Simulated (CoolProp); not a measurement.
Properties of fluorine along the isotherm 83.2 K (Tc = 144.4 K, pc = 5.240 MPa, ω = 0.045).

Model: reference Helmholtz-energy equation of state, de Reuck 1990, in CoolProp.

```json
[
 {"p (MPa)": "1.46", "phase": "liquid", "cv (kJ/(kg K))": "0.8284", "isothermal compressibility (1/MPa)": "0.001663"},
 {"p (MPa)": "2.91", "phase": "liquid", "cv (kJ/(kg K))": "0.8308", "isothermal compressibility (1/MPa)": "0.001624"},
 {"p (MPa)": "4.37", "phase": "liquid", "cv (kJ/(kg K))": "0.8332", "isothermal compressibility (1/MPa)": "0.001586"},
 {"p (MPa)": "5.82", "phase": "liquid", "cv (kJ/(kg K))": "0.8356", "isothermal compressibility (1/MPa)": "0.001551"},
 {"p (MPa)": "7.28", "phase": "liquid", "cv (kJ/(kg K))": "0.8380", "isothermal compressibility (1/MPa)": "0.001518"},
 {"p (MPa)": "8.73", "phase": "liquid", "cv (kJ/(kg K))": "0.8402", "isothermal compressibility (1/MPa)": "0.001486"},
 {"p (MPa)": "10.2", "phase": "liquid", "cv (kJ/(kg K))": "0.8424", "isothermal compressibility (1/MPa)": "0.001455"},
 {"p (MPa)": "11.6", "phase": "liquid", "cv (kJ/(kg K))": "0.8443", "isothermal compressibility (1/MPa)": "0.001427"},
 {"p (MPa)": "13.1", "phase": "liquid", "cv (kJ/(kg K))": "0.8463", "isothermal compressibility (1/MPa)": "0.001398"}
]
```
